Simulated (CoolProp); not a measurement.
Propylene at several states: density (kg/m³) from the reference equation and from simpler models built on Tc = 91.1 °C, pc = 4555 kPa, ω = 0.146; each cubic takes its own stable root.

Model: reference Helmholtz-energy equation of state, Lemmon 2013, in CoolProp.

```json
[
 {"T (°C)": "102.45", "p (kPa)": "3810", "phase": "gas", "reference": "76.79", "Soave-Redlich-Kwong": "76.07", "Peng-Robinson": "79.17"},
 {"T (°C)": "-96.35", "p (kPa)": "14600", "phase": "liquid", "reference": "677.0", "Soave-Redlich-Kwong": "634.7", "Peng-Robinson": "712.2"},
 {"T (°C)": "1.95", "p (kPa)": "1600", "phase": "liquid", "reference": "545.4", "Soave-Redlich-Kwong": "505.5", "Peng-Robinson": "572.8"},
 {"T (°C)": "52.25", "p (kPa)": "38.5", "phase": "gas", "reference": "0.6013", "Soave-Redlich-Kwong": "0.6013", "Peng-Robinson": "0.6015"},
 {"T (°C)": "269.25", "p (kPa)": "1220", "phase": "gas", "reference": "11.66", "Soave-Redlich-Kwong": "11.63", "Peng-Robinson": "11.70"}
]
```
